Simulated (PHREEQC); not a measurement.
Solution (25 °C): 1.1 mmol/kgw HF and 0.086 mmol/kgw (CH3)4NF. Closed to the air; pH follows from the charge balance.

The numbers come from PHREEQC with the ion-association model, phreeqc.dat.

No solid was allowed to form.

**Question.** Order these F species by the share of F that they hold, largest first: HF2-, HF, F-.

**Answer.** F- (55 %), HF (45 %), HF2- (0.22 %)

The pH is 3.26 and the ionic strength 0.000656 mol/kgw. Species that the database lacks are ignored. (CH3)4N+ isn't in the database: it is added as a free cation with an ion size of 4 Å.
